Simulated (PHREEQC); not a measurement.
A PHREEQC input (ion-association model, phreeqc.dat):

```
SOLUTION 1
  temp 25
  units mg/L
  pH 5.75 charge
  pe 0.1
  Na 0.123
  K 0.00231
  Ca 0.033
  Mg 0.00867
  Cl 0.0341
  S(6) 0.122 as SO4
  Alkalinity 0.262 as HCO3
  Si 0.000378 as SiO2
END
USE solution 1
EQUILIBRIUM_PHASES 1
  Chalcedony 0 0
  CO2(g) -3.4 10
END
```

It stops with these messages:

```
ERROR: pH adustment cannot attain charge balance when alkalinity is fixed.
ERROR: Program terminating due to input errors.
```

The fault: pH asked from the charge balance while alkalinity is fixed. The line should read `pH 5.75` where the input has `pH 5.75 charge`. With the mend the run ends at pH 5.95 and ionic strength 1.13e-5 mol/kgw.
